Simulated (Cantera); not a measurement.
An adiabatic, constant-volume homogeneous reactor starts with C3H8 : O2 : N2 = 1 : 6.94 : 76.4 (molar parts), at 1775 K and 5.00 bar. Integrator tolerance rtol = 1e-08.

Cantera simulation using GRI-Mech 3.0 (53 species, 325 reactions); the numbers are that mechanism's predictions, not measurements. GRI-Mech 3.0 was tuned for natural gas; its chemistry of propane as a main component is partial and can be far from experiment.

Q: What does this change do: initial temperature 1775 to 1550 K?

A: 
```
quantity                                                            before                                    after
---------------------------------  ---------------------------------------  ---------------------------------------
time of steepest temperature rise                                  6.22 µs                                  30.6 µs
temperature at 0.500 s                                              2512 K                                   2337 K
equilibrium temperature                                             2512 K                                   2337 K
x(C3H8) at 0.500 s                   <1e-12 (gas-phase equilibrium <1e-12)    <1e-12 (gas-phase equilibrium <1e-12)
x(O2) at 0.500 s                     0.0197 (gas-phase equilibrium 0.0197)    0.0201 (gas-phase equilibrium 0.0201)
x(C2H6) at 0.500 s                   <1e-12 (gas-phase equilibrium <1e-12)    <1e-12 (gas-phase equilibrium <1e-12)
x(CO) at 0.500 s                   0.00332 (gas-phase equilibrium 0.00332)  0.00127 (gas-phase equilibrium 0.00127)
x(HO2) at 0.500 s                  2.71e-6 (gas-phase equilibrium 2.71e-6)  1.75e-6 (gas-phase equilibrium 1.75e-6)
x(NO) at 0.500 s                   0.00765 (gas-phase equilibrium 0.00765)  0.00559 (gas-phase equilibrium 0.00559)
x(C2H) at 0.500 s                    <1e-12 (gas-phase equilibrium <1e-12)    <1e-12 (gas-phase equilibrium <1e-12)
```
